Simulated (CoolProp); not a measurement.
A simple Rankine cycle with dimethyl carbonate: condensing at 331.15 K, boiler at 1.03 MPa, turbine inlet 498.4 K, turbine efficiency 0.65, pump efficiency 0.6, no recuperator. Each further row changes one setting.

Computed with CoolProp (reference Helmholtz-energy equation of state, Zhou 2011).

| case | thermal efficiency (%) | net work (kJ/kg) | heat in (kJ/kg) | turbine exit temperature (K) | volume ratio over the turbine |
|---|---|---|---|---|---|
| as stated | 14.0 | 87.7 | 627 | 432.3 | ? |
| turbine inlet 518.4 K | 13.9 | 92.1 | 662 | 452.3 | 30.7 |
| condensing temperature 323.15 K | 14.9 | ? | 642 | 427.0 | ? |
| boiler pressure 0.721 MPa | 12.8 | ? | ? | 440.6 | ? |
| turbine efficiency 0.55 | 11.8 | 73.9 | 627 | ? | 31.7 |

Q: Complete the blanks.

A: 
- as stated, volume ratio over the turbine: 31.0
- condensing temperature 323.15 K, net work (kJ/kg): 95.4
- condensing temperature 323.15 K, volume ratio over the turbine: 42.6
- boiler pressure 0.721 MPa, net work (kJ/kg): 81.0
- boiler pressure 0.721 MPa, heat in (kJ/kg): 633
- boiler pressure 0.721 MPa, volume ratio over the turbine: 21.3
- turbine efficiency 0.55, turbine exit temperature (K): 441.2
